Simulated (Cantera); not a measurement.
Input: 1 mol SiCl4, 2.6 mol Cl2, 0.22 mol H2, at 1123.15 K and 17000 Pa.

These are equilibrium values from Cantera (NASA tables, ideal gas, pure condensed phases), not measurements of a reactor. Candidate condensed phases: Si; 19 gas species. The numbers say what is thermodynamically allowed, not how fast it happens.

Base state: Cl2 0.620, SiCl4 0.261, HCl 0.115, Cl 0.00383 (mole fractions); condensed: gas only.

Question: What changes in the equilibrium state with this change: temperature from 1123.15 K to 1423.15 K?

Answer: 
```csv
species,before,after
Cl2,0.620,0.573
SiCl4,0.261,0.254
HCl,0.115,0.112
Cl,0.00383,0.0622
```
